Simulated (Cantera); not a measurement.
Charge: 1 mol SiH4, 0.38 mol H2O, equilibrated at 525 K and 750 Torr.

These are equilibrium values from Cantera (NASA tables, ideal gas, pure condensed phases), not measurements of a reactor. Candidate condensed phases: H2O, Si, SiO2; 18 gas species. Kinetics and transport are ignored.

Base state: H2 1.00 (mole fractions); condensed: Si(s) + SiO2(α-quartz).

What changes in the equilibrium state with this change: temperature from 525 K to 1798.15 K?


```csv
species,before,after
H2,1.00,0.958
SiO,<1e-9,0.0412
H,<1e-9,0.000345
H2O,<1e-9,4.92e-5
SiH2,<1e-9,2.83e-5
"Si(s), mol",0.810,0
"SiO2(α-quartz), mol",0.190,0
"Si(l), mol",0,0.759
"SiO2(condensed), mol",0,0.139
```
Each liquid is taken as pure. Mutual solubility and eutectic melting of coexisting phases are not modelled. The tables hold silica as quartz up to 1696 K and as liquid above; real silica turns to tridymite and cristobalite and melts near 1996 K. Gases not in the tables: Si2H6 and higher silanes.
